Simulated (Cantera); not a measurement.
Charge: 1 mol AlCl3, 0.72 mol HCl, 130 mol N2, equilibrated at 1575 K and 1.33 mbar.

Equilibrium computed with Cantera from the NASA thermochemical tables; the gas is ideal and each condensed phase is pure. Candidate condensed phases: Al, AlCl3, AlN, NH4Cl; 20 gas species. The tables' values for AlCl2 are old estimates; treat these amounts as uncertain. Equilibrium is a limit: real reactors are often held back by kinetics, nucleation or transport.

Base state: N2 0.986, AlCl3 0.00666, HCl 0.00543, Cl 0.00128, AlCl2 0.000601, AlCl 0.000323, H2 1.47e-5 (mole fractions); condensed: gas only.

### Question
What changes in the equilibrium state with this change: temperature from 1575 K to 2050 K?

### Answer
```
species    before    after
-------  --------  -------
N2          0.986    0.972
Cl        0.00128   0.0157
AlCl     0.000323  0.00711
Al        1.74e-9  2.64e-5
AlCl3     0.00666  2.37e-5
```
